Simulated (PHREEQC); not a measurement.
A solution holds 0.24 mol/kgw NH4HF2, 0.0019 mol/kgw H2SiF6, 0.13 mol/kgw H3PO4 and 0.00032 mol/kgw H2SO4, at 25 °C. Closed to the air; pH follows from the charge balance.

The numbers come from PHREEQC with the ion-association model, phreeqc.dat.

Precipitation was switched off in this run.

Q: Order these S species by the share of S that they hold, largest first: NH4SO4-, HSO4-, SO4-2.

A: SO4-2 (53 %), NH4SO4- (40 %), HSO4- (6.9 %)

The pH is 2.44 and the ionic strength 0.247 mol/kgw. SiF6-2 is the database's only silicon fluoride.
